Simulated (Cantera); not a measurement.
Feed: 1 mol MgO, 0.13 mol SO3, 0.17 mol O2, held at 350000 Pa.

Cantera equilibrium calculation (NASA polynomials, part measured and part estimated; ideal gas, pure solids and liquids). Candidate condensed phases: Mg, MgO, MgS, MgSO4, S; 14 gas species. Equilibrium is a limit: real reactors are often held back by kinetics, nucleation or transport.

### Question
At 1250 °C, list the 3 most abundant gas species with their mole fractions, and the condensed phases.

### Answer
O2 0.641, SO2 0.342, SO3 0.0171. Condensed: MgO(s).
